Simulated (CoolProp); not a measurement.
Chlorine at 294.12 K and 1.09 MPa is throttled through a valve to 0.645 MPa with no heat exchange. Each further row changes one setting.

Computed with CoolProp (reference Helmholtz-energy equation of state, Thol 2021).

```tsv
case	temperature change (K)	final phase	final density (kg/m³)
as stated	(withheld)	(withheld)	(withheld)
outlet pressure 0.194 MPa	-39.1	(withheld)	(withheld)
outlet pressure 0.839 MPa	(withheld)	(withheld)	(withheld)
```

Question: Complete the blanks.

Answer: 
- as stated, temperature change (K): -2.6
- as stated, final phase: two-phase, vapour fraction 0.011
- as stated, final density (kg/m³): 827
- outlet pressure 0.194 MPa, final phase: two-phase, vapour fraction 0.137
- outlet pressure 0.194 MPa, final density (kg/m³): 48.2
- outlet pressure 0.839 MPa, temperature change (K): +0.1
- outlet pressure 0.839 MPa, final phase: liquid
- outlet pressure 0.839 MPa, final density (kg/m³): 1410
